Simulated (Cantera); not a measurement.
Gas mixture: CO = 0.6 (molar parts), at 2400 Torr, frozen composition.

Cantera's kinetic-theory transport with the Lennard-Jones parameters of GRI-Mech 3.0, ideal gas; thermal conductivity in the mixture-averaged form.

D: mixture-averaged diffusion coefficient of that species in the mixture.

```
T (K)  ρ (kg/m³)  cp (J/kg/K)  μ (µPa s)  λ (mW/m/K)     Pr  D (cm²/s) NH3  D (cm²/s) O  D (cm²/s) C2H2
-----  ---------  -----------  ---------  ----------  -----  -------------  -----------  --------------
400         2.70         1049       22.0        31.7  0.726          0.120        0.167          0.0881
500         2.16         1064       25.7        38.0  0.720          0.181        0.245           0.131
600         1.80         1086       29.1        44.2  0.715          0.252        0.333           0.179
700         1.54         1112        ___         ___  0.714            ___          ___             ___
800         1.35         1139       35.2         ___  0.715            ___          ___             ___
900         1.20         1164       38.1        61.9  0.716          0.514        0.657           0.358
```

**Question.** What belongs in the gaps?

**Answer.** 
- 700, μ (µPa s): 32.3
- 700, λ (mW/m/K): 50.2
- 700, D (cm²/s) NH3: 0.331
- 700, D (cm²/s) O: 0.432
- 700, D (cm²/s) C2H2: 0.233
- 800, λ (mW/m/K): 56.1
- 800, D (cm²/s) NH3: 0.419
- 800, D (cm²/s) O: 0.540
- 800, D (cm²/s) C2H2: 0.293
